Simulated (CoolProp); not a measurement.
Vapour-liquid equilibrium of methanol (1) + dimethyl carbonate (2) at 22.4 bar; x and y are mole fractions of (1).

Model: multi-fluid Helmholtz-energy mixture model, de Reuck 1993 and Zhou 2011; pair parameters Bell 2016, in CoolProp.

| x | bubble temperature (°C) | y at the bubble point | dew temperature at overall composition x (°C) | liquid density (mol/L) |
|---|---|---|---|---|
| 0.05 | 221.6 | 0.135 | 227.3 | 8.440 |
| 0.15 | 207.7 | 0.334 | 220.5 | 9.169 |
| 0.25 | 197.7 | 0.471 | 213.6 | 9.886 |
| 0.35 | 190.5 | 0.571 | 206.5 | 10.64 |
| 0.45 | 185.1 | 0.648 | 199.2 | 11.46 |
| 0.55 | 181.0 | 0.713 | 192.0 | 12.38 |
| 0.65 | 177.7 | 0.772 | 185.0 | 13.45 |
| 0.75 | 175.1 | 0.829 | 178.8 | 14.71 |
| 0.85 | 173.0 | 0.890 | 174.3 | 16.22 |
| 0.95 | 171.4 | 0.960 | 171.6 | 18.04 |

No azeotrope shows between x = 0.05 and 0.95.

The pair parameters rest on a limited set of measurements; away from them the model extrapolates.
